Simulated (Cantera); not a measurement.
# Thermodynamics of silicon nitride deposition, feed trisilylamine + N2

Feed: 1 mol trisilylamine, 0.24 mol N2, held at 0.0200 bar.

Cantera equilibrium calculation (NASA polynomials, part measured and part estimated; ideal gas, pure solids and liquids). Candidate condensed phases: Si, Si3N4; 18 gas species. The feed counts by its element totals alone. Mutual solubility and eutectic melting of coexisting phases are not modelled. Gases not in the tables: Si2H6 and higher silanes. Kinetics and transport are ignored.

From 1400 K to 1650 K the condensed part is Si(s) + Si3N4(s). At 1700 K the condensed part is Si(l) + Si3N4(s). At 1750 K the condensed part is Si(l). The main Si-bearing gas is SiH2 at 1400 K and Si at 1750 K.

```tsv
T (K)	log p H2	log p N2	log p H	log p Si	n Si(s)	n Si3N4(s)	n Si(l)
1400	-1.70	-5.24	-6.16	-9.08	1.89	0.369	0
1450	-1.70	-4.77	-5.87	-8.51	1.90	0.368	0
1500	-1.70	-4.32	-5.60	-7.98	1.91	0.365	0
1550	-1.70	-3.91	-5.35	-7.48	1.93	0.356	0
1600	-1.71	-3.52	-5.12	-7.01	1.99	0.336	0
1650	-1.71	-3.16	-4.90	-6.57	2.13	0.290	0
1700	-1.73	-2.81	-4.70	-6.17	0	0.180	2.46
1750	-1.77	-2.55	-4.52	-5.82	0	0	3.00
```
log p: log10 of the partial pressure in bar; n: condensed amount in mol.
